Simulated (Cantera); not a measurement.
Feed: 1 mol C2H2, 1.4 mol CO2, 0.81 mol H2, held at 2602 °C and 1 atm.

These are equilibrium values from Cantera (NASA tables, ideal gas, pure condensed phases), not measurements of a reactor. Candidate condensed phases: C, C6H6, C7H8, C8H18, H2O; 110 gas species. Rates play no part.

### Question
What is the equilibrium state?

### Answer
* **x(CO)**: 0.589
* **x(H2)**: 0.335
* **x(H)**: 0.0609
* **x(C2H2 (acetylene))**: 0.0143
* **x(C2H)**: 0.000369
* **x(C4H2)**: 0.000253
* **x(C3)**: 7.65e-5
* **x(C2H2 (vinylidene))**: 3.33e-5
* **x(CH3)**: 3.03e-5
* **n(C(graphite))**: 0.454 mol
* **gas amount**: 4.756 mol
